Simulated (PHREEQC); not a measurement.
A column of 1 m (30 cells, dispersivity 0.05 m, 3600 s a shift, diffusion coefficient 3e-10 m²/s) holds 0.006 eq of the database's cation exchanger X per kg of pore water, first in equilibrium with 0.00075 mol/kgw PbCl2, 0.017 mol/kgw KCl and 1e-05 mol/kgw HCl. It is flushed with 0.00039 mol/kgw CdCl2, 0.0043 mol/kgw CaCl2 and 1e-05 mol/kgw HCl, at 40 °C. Values are for the last cell. CO2 from the air is kept out. Nothing may precipitate in this run.

The series has 31 steps of pore volumes, from 0 to 4.017.

The numbers come from PHREEQC with the ion-association model, phreeqc.dat.

**Question.** After how many pore volumes does Ca at the outlet first reach half of its feed value?

**Answer.** By 1.6 pore volumes.

**Question.** After how many pore volumes does Cd at the outlet first reach half of its feed value?

**Answer.** By 1.4 pore volumes.

At this temperature some constants are extrapolated from 25 °C, and those without enthalpy data are left unchanged.
